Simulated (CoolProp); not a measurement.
A single-stage vapour-compression cycle with hydrogen chloride: evaporating at 230.15 K (dew point), condensing at 262.15 K (bubble point), superheat 8 K, subcooling 8 K, compressor efficiency 0.9, no pressure losses. Each further row changes one setting.

Model: reference Helmholtz-energy equation of state, Thol 2018, in CoolProp.

```csv
case,cooling COP,pressure ratio,discharge temperature (K),refrigerating effect (kJ/kg),volumetric capacity (kJ/m³)
as stated,5.48,2.80,324.7,357,4970
evaporating temperature 235.15 K,6.79,2.34,313.7,358,5930
condensing temperature 257.15 K,6.67,2.42,310.8,366,5100
subcooling 13 K,5.62,2.80,324.7,366,5100
superheat 18 K,5.33,2.80,339.2,367,4840
compressor efficiency 0.8,4.87,2.80,333.1,357,4970
```
